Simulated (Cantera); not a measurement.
Mixture: CH₄ : CO : O₂ : N₂ = 1 : 0.32 : 1.03 : 3.87 (molar parts), equivalence ratio 2.1, at 12000 Torr, adiabatic and at constant pressure. Ignition delay is the time to a rise of 400 K.

Cantera simulation using GRI-Mech 3.0 (53 species, 325 reactions); the numbers are that mechanism's predictions, not measurements. The pressure lies above the range GRI-Mech 3.0 was tuned for (to about 10 atm).

**Question.** What does this change do: pressure from 12000 Torr to 7500 Torr?

**Answer.** 
| quantity | before | after |
|---|---|---|
| delay at 1075 K | 48.9 ms | 80.9 ms |
| delay at 1175 K | 10.3 ms | 17.0 ms |
| delay at 1275 K | 2.70 ms | 4.33 ms |
| delay at 1375 K | 0.816 ms | 1.27 ms |
| delay at 1475 K | 0.275 ms | 0.414 ms |
| apparent activation energy between 1375 and 1475 K | 180 kJ/mol | 190 kJ/mol |
